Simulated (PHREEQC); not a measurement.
# Arsenic or selenium liquor

Consider water at 20 °C with 4.2 mmol/kgw Na2SeO3, 8.9 mmol/kgw H2SO4 and 13 mmol/kgw FeCl3. Closed to the air; pH follows from the charge balance.

All values are PHREEQC results (ion-association model, wateq4f.dat), not measurements.

Precipitation was switched off in this run.

Q: What pH, ionic strength does the model give?

A: pH 2.04; ionic strength 0.0575 mol/kgw.

Q: In which forms is S present?

A: FeSO4+ 71 %, SO4-2 16 %, HSO4- 7.1 %, FeHSO4+2 3.2 %, Fe(SO4)2- 2.0 % of the S.

Examples of supersaturated solids here: Fe2(SeO3)3, Hematite (slow to form). Others may be too. Complexes and solids missing from the database can't appear.
